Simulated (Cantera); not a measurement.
A closed system holds: 1 mol BN, 6.2 mol Cl2, 26 mol H2, equilibrated at 723.15 K and 10.0 Torr.

Cantera equilibrium calculation (NASA polynomials, part measured and part estimated; ideal gas, pure solids and liquids). Equilibrium is a limit: real reactors are often held back by kinetics, nucleation or transport.

```json
[
 {"species": "HCl", "before": "0.385", "after": "0.966"},
 {"species": "BCl3", "before": "6.78e-7", "after": "0.0223"},
 {"species": "N2", "before": "3.26e-7", "after": "0.0111"},
 {"species": "H2", "before": "0.615", "after": "0.000116"},
 {"species": "BN(s), mol", "before": "1.000", "after": "0.732"}
]
```
Gas species are given as mole fractions.

Problem. Which change was made?
(A) temperature from 723.15 K to 1650 K
(B) H2 from 26 to 0.82 mol
(C) H2 from 26 to 5.8 mol
(D) Cl2 from 6.2 to 11 mol

Solution. C, H2 from 26 to 5.8 mol
